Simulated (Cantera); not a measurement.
A closed system holds: 1 mol B2O3, 5.8 mol N2, 4.1 mol H2, held at 2075 °C.

Equilibrium computed with Cantera from the NASA thermochemical tables; the gas is ideal and each condensed phase is pure. Candidate condensed phases: B, BN, B2O3, B3O3H3, H2O; 39 gas species. The numbers say what is thermodynamically allowed, not how fast it happens.

x: gas mole fraction; nothing condenses.

```csv
P (Pa),x N2,x H,x H2,x BO,x B2O3,x HBO2,x HBO,x O,x H2O,x BO2
10,0.395,0.354,0.0823,0.0986,0.00404,0.0146,0.00212,0.0189,0.00879,0.0130
32,0.432,0.260,0.142,0.0860,0.00943,0.0286,0.00435,0.00566,0.0145,0.0108
100,0.463,0.175,0.201,0.0738,0.0160,0.0380,0.00783,0.00133,0.0151,0.00685
320,0.486,[?],[?],[?],[?],0.0424,[?],[?],[?],[?]
1000,0.502,0.0654,0.281,0.0454,0.0300,0.0434,0.0180,6.63e-5,0.0105,0.00209
3200,0.513,0.0379,0.302,0.0318,0.0358,0.0428,0.0234,1.57e-5,0.00858,0.00111
10000,0.521,0.0219,0.315,0.0209,0.0399,0.0418,0.0278,4.14e-6,0.00735,0.000602
32000,0.525,[?],0.322,[?],0.0426,0.0410,0.0311,[?],0.00659,[?]
100000,0.528,0.00706,0.327,0.00777,0.0443,0.0404,0.0333,3.34e-7,0.00616,0.000180
```

Task: Complete the blanks.

Result: 
- 320, x H: 0.109
- 320, x H2: 0.248
- 320, x BO: 0.0599
- 320, x B2O3: 0.0233
- 320, x HBO: 0.0126
- 320, x O: 0.000289
- 320, x H2O: 0.0129
- 320, x BO2: 0.00384
- 32000, x H: 0.0124
- 32000, x BO: 0.0129
- 32000, x O: 1.13e-6
- 32000, x BO2: 0.000326
